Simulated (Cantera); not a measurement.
A closed system holds: 1 mol Cu2O, 1.2 mol H2, 6.7 mol H2O, at 1.10 bar.

Cantera equilibrium calculation (NASA polynomials, part measured and part estimated; ideal gas, pure solids and liquids). Candidate condensed phases: Cu, CuO, Cu(OH)2, Cu2O, H2O; 12 gas species. Equilibrium is a limit: real reactors are often held back by kinetics, nucleation or transport.

**Question.** Which condensed phases are stable at each of these points (T (K)): 975, 1075, 1175, 1275, 1375, 1475, 1575, 1675, 1775, 1875, 1975?

**Answer.** 
```json
[
 {"T (K)": "975", "condensed phases": "Cu(s)", "Cu condensed (%)": "100.0"},
 {"T (K)": "1075", "condensed phases": "Cu(s)", "Cu condensed (%)": "100.0"},
 {"T (K)": "1175", "condensed phases": "Cu(s)", "Cu condensed (%)": "100.0"},
 {"T (K)": "1275", "condensed phases": "Cu(s)", "Cu condensed (%)": "100.0"},
 {"T (K)": "1375", "condensed phases": "Cu(l)", "Cu condensed (%)": "100.0"},
 {"T (K)": "1475", "condensed phases": "Cu(l)", "Cu condensed (%)": "100.0"},
 {"T (K)": "1575", "condensed phases": "Cu(l)", "Cu condensed (%)": "100.0"},
 {"T (K)": "1675", "condensed phases": "Cu(l)", "Cu condensed (%)": "100.0"},
 {"T (K)": "1775", "condensed phases": "Cu(l)", "Cu condensed (%)": "99.9"},
 {"T (K)": "1875", "condensed phases": "Cu(l)", "Cu condensed (%)": "99.6"},
 {"T (K)": "1975", "condensed phases": "Cu(l)", "Cu condensed (%)": "98.8"}
]
```

From 975 K to 1275 K the condensed part is Cu(s). From 1375 K to 1975 K the condensed part is Cu(l).
